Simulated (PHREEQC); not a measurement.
A made-up water analysis in mg/L, 25 °C, pH 6.07, pe 11.4:

```tsv
constituent	mg/L
Na	0.0133
K	0.054
Ca	0.0427
Mg	0.04
Cl	0.0686
S(6) as SO4	0.0679
Alkalinity as HCO3	0.247
Ba	0.0097
```

Na is adjusted to close the charge balance.
Valence states are taken as typed.

All values are PHREEQC results (ion-association model, phreeqc.dat), not measurements.

The ionic strength comes out as 1.17e-5 mol/kgw.

| species | molality | activity | log γ |
|---|---|---|---|
| CO2 | 9.32e-6 | 9.32e-6 | 0.000 |
| HCO3- | 4.89e-6 | 4.87e-6 | -0.002 |
| Cl- | 1.94e-6 | 1.93e-6 | -0.002 |
| Mg+2 | 1.64e-6 | 1.62e-6 | -0.007 |
| K+ | 1.38e-6 | 1.37e-6 | -0.002 |
| Ca+2 | 1.06e-6 | 1.05e-6 | -0.007 |
| H+ | 8.55e-7 | 8.51e-7 | -0.002 |
| SO4-2 | 7.06e-7 | 6.95e-7 | -0.007 |
| Na+ | 4.53e-7 | 4.51e-7 | -0.002 |
| Ba+2 | 7.06e-8 | 6.95e-8 | -0.007 |

Precipitation was switched off in this run.
